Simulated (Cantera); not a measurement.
**Ignition delay**

Mixture: CH4 : C2H6 : O2 : N2 = 1 : 0.04 : 2.85 : 10.7 (molar parts), equivalence ratio 0.75, at 2.40 bar, adiabatic and at constant pressure. Ignition delay is the time to a rise of 400 K.

Cantera simulation using GRI-Mech 3.0 (53 species, 325 reactions); the numbers are that mechanism's predictions, not measurements.

```json
[
 {"T0 (K)": "1225", "delay (ms)": "5.18"},
 {"T0 (K)": "1275", "delay (ms)": "2.86"},
 {"T0 (K)": "1325", "delay (ms)": "1.61"},
 {"T0 (K)": "1375", "delay (ms)": "0.918"},
 {"T0 (K)": "1425", "delay (ms)": "0.535"},
 {"T0 (K)": "1475", "delay (ms)": "0.319"},
 {"T0 (K)": "1525", "delay (ms)": "0.196"},
 {"T0 (K)": "1575", "delay (ms)": "0.124"},
 {"T0 (K)": "1625", "delay (ms)": "0.0819"},
 {"T0 (K)": "1675", "delay (ms)": "0.0560"}
]
```

The apparent activation energy between 1575 and 1675 K is 170 kJ/mol.
